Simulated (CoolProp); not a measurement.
Vapour-liquid equilibrium of isobutene (1) + acetone (2) at 64.1 kPa; x and y are mole fractions of (1).

The numbers come from the multi-fluid Helmholtz-energy mixture model, Lemmon 2005 and Lemmon 2006; pair parameters Bell 2016 in CoolProp.

```csv
x,bubble temperature (°C),y at the bubble point,dew temperature at overall composition x (°C),liquid density (mol/L)
0.05,24.1,0.553,42.0,13.35
0.125,7.2,0.808,39.8,13.41
0.2,___,0.885,37.6,___
0.275,-6.6,0.917,35.2,13.16
0.35,-9.5,0.933,___,12.97
0.425,-11.3,0.942,29.7,12.76
0.5,-12.4,0.948,26.6,12.56
0.575,-13.2,0.952,23.0,12.35
0.65,-13.9,0.956,18.9,12.15
0.725,-14.5,___,14.0,11.96
0.8,-15.3,0.966,___,11.79
0.875,-16.2,0.975,-0.3,11.62
0.95,-17.3,___,___,11.48
```

Problem. Some entries are withheld; supply them.

Solution. 
- 0.2, bubble temperature (°C): -1.7
- 0.2, liquid density (mol/L): 13.31
- 0.35, dew temperature at overall composition x (°C): 32.6
- 0.725, y at the bubble point: 0.960
- 0.8, dew temperature at overall composition x (°C): 7.9
- 0.95, y at the bubble point: 0.988
- 0.95, dew temperature at overall composition x (°C): -12.9

No azeotrope shows between x = 0.05 and 0.95.

Pair parameters are fitted to limited data, so mixtures are less certain than the pure fluids. With so large a gap from Raoult's law the liquid may split in two, which this calculation doesn't test in full.
